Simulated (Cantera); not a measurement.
Input: 1 mol AlCl₃, 2.7 mol HCl, 48 mol H₂, held at 773 K and 12.0 Pa.

Cantera equilibrium calculation (NASA polynomials, part measured and part estimated; ideal gas, pure solids and liquids). Candidate condensed phases: Al, AlCl₃; 12 gas species. Rates play no part.

Base state: H₂ 0.928, HCl 0.0522, AlCl₃ 0.0193 (mole fractions); condensed: gas only.

Task: What changes in the equilibrium state with this change: AlCl₃ replaced by Al?

Result: 
```
species   before     after
-------  -------  --------
H₂         0.928     0.980
AlCl₃     0.0193    0.0168
AlCl       <1e-9   0.00290
HCl       0.0522   3.59e-6
AlCl₂    1.26e-8  0.000164
```
The tables' values for AlCl₂ are old estimates; treat these amounts as uncertain.
